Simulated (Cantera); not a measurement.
An isothermal, constant-pressure homogeneous reactor starts with NH3 : N2 = 1 : 2.5 (molar parts), at 1950 K and 0.0267 bar. Integrator tolerance rtol = 1e-08.

Model: the gas-phase N/H chemistry of the illustrative SiF4/NH3 mechanism in the Surface Chemkin manual (1991), integrated in Cantera. Walls and surfaces, which speed up NH3 decomposition in real reactors, are not modelled.

Task: What does this change do: temperature 1950 to 1700 K?

Result: 
```
quantity                                            before                                      after
-----------------  ---------------------------------------  -----------------------------------------
x(NH3) at 50.0 s   9.46e-7 (gas-phase equilibrium 9.01e-8)     0.0341 (gas-phase equilibrium 1.51e-7)
x(N2H4) at 50.0 s    <1e-12 (gas-phase equilibrium <1e-12)    2.92e-10 (gas-phase equilibrium <1e-12)
x(N2) at 50.0 s        0.665 (gas-phase equilibrium 0.665)        0.672 (gas-phase equilibrium 0.666)
x(H) at 50.0 s     0.00406 (gas-phase equilibrium 0.00406)  0.000123 (gas-phase equilibrium 0.000524)
x(H2) at 50.0 s        0.331 (gas-phase equilibrium 0.331)        0.293 (gas-phase equilibrium 0.333)
x(N) at 50.0 s     2.25e-8 (gas-phase equilibrium 2.14e-9)   1.14e-7 (gas-phase equilibrium 2.77e-11)
x(NH) at 50.0 s    1.49e-8 (gas-phase equilibrium 1.42e-9)   8.85e-7 (gas-phase equilibrium 5.58e-11)
```

Task: What does this change do: temperature 1950 to 1850 K?

Result: 
```
quantity                                            before                                     after
-----------------  ---------------------------------------  ----------------------------------------
x(NH3) at 50.0 s   9.46e-7 (gas-phase equilibrium 9.01e-8)   4.31e-5 (gas-phase equilibrium 1.09e-7)
x(N2H4) at 50.0 s    <1e-12 (gas-phase equilibrium <1e-12)     <1e-12 (gas-phase equilibrium <1e-12)
x(N2) at 50.0 s        0.665 (gas-phase equilibrium 0.665)       0.666 (gas-phase equilibrium 0.666)
x(H) at 50.0 s     0.00406 (gas-phase equilibrium 0.00406)   0.00177 (gas-phase equilibrium 0.00191)
x(H2) at 50.0 s        0.331 (gas-phase equilibrium 0.331)       0.332 (gas-phase equilibrium 0.332)
x(N) at 50.0 s     2.25e-8 (gas-phase equilibrium 2.14e-9)  1.35e-7 (gas-phase equilibrium 4.33e-10)
x(NH) at 50.0 s    1.49e-8 (gas-phase equilibrium 1.42e-9)  1.46e-7 (gas-phase equilibrium 4.32e-10)
```
